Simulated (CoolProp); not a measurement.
Vapour-liquid equilibrium of R143a (1) + dimethyl ether (2) at 289.4 K; x and y are mole fractions of (1).

Model: multi-fluid Helmholtz-energy mixture model, Lemmon and Jacobsen 2000 and Wu 2011; pair parameters Bell 2016, in CoolProp.

```json
[
 {"x": "0.05", "bubble pressure, mixture model (MPa)": "0.4865", "bubble pressure, Raoult's law (MPa)": "0.4819", "y, mixture model": "0.105", "y, Raoult's law": "0.104"},
 {"x": "0.125", "bubble pressure, mixture model (MPa)": "0.5325", "bubble pressure, Raoult's law (MPa)": "0.5226", "y, mixture model": "0.236", "y, Raoult's law": "0.239"},
 {"x": "0.2", "bubble pressure, mixture model (MPa)": "0.5768", "bubble pressure, Raoult's law (MPa)": "0.5633", "y, mixture model": "0.345", "y, Raoult's law": "0.354"},
 {"x": "0.275", "bubble pressure, mixture model (MPa)": "0.6195", "bubble pressure, Raoult's law (MPa)": "0.6041", "y, mixture model": "0.439", "y, Raoult's law": "0.454"},
 {"x": "0.35", "bubble pressure, mixture model (MPa)": "0.6610", "bubble pressure, Raoult's law (MPa)": "0.6448", "y, mixture model": "0.520", "y, Raoult's law": "0.542"},
 {"x": "0.425", "bubble pressure, mixture model (MPa)": "0.7015", "bubble pressure, Raoult's law (MPa)": "0.6855", "y, mixture model": "0.592", "y, Raoult's law": "0.619"},
 {"x": "0.5", "bubble pressure, mixture model (MPa)": "0.7411", "bubble pressure, Raoult's law (MPa)": "0.7262", "y, mixture model": "0.657", "y, Raoult's law": "0.687"},
 {"x": "0.575", "bubble pressure, mixture model (MPa)": "___", "bubble pressure, Raoult's law (MPa)": "0.7670", "y, mixture model": "___", "y, Raoult's law": "0.748"},
 {"x": "0.65", "bubble pressure, mixture model (MPa)": "___", "bubble pressure, Raoult's law (MPa)": "0.8077", "y, mixture model": "0.772", "y, Raoult's law": "0.803"},
 {"x": "0.725", "bubble pressure, mixture model (MPa)": "0.8570", "bubble pressure, Raoult's law (MPa)": "0.8484", "y, mixture model": "0.824", "y, Raoult's law": "0.853"},
 {"x": "0.8", "bubble pressure, mixture model (MPa)": "0.8952", "bubble pressure, Raoult's law (MPa)": "0.8891", "y, mixture model": "0.874", "y, Raoult's law": "0.898"},
 {"x": "0.875", "bubble pressure, mixture model (MPa)": "0.9334", "bubble pressure, Raoult's law (MPa)": "0.9299", "y, mixture model": "0.922", "y, Raoult's law": "0.939"},
 {"x": "0.95", "bubble pressure, mixture model (MPa)": "0.9719", "bubble pressure, Raoult's law (MPa)": "0.9706", "y, mixture model": "___", "y, Raoult's law": "0.977"}
]
```

Q: Some entries are withheld; supply them.

A: 
- 0.575, bubble pressure, mixture model (MPa): 0.7801
- 0.575, y, mixture model: 0.716
- 0.65, bubble pressure, mixture model (MPa): 0.8187
- 0.95, y, mixture model: 0.969

The largest gap from Raoult's law is +2.5 % in bubble pressure, at x = 0.275. No azeotrope shows between x = 0.05 and 0.95.

The pair parameters rest on a limited set of measurements; away from them the model extrapolates.
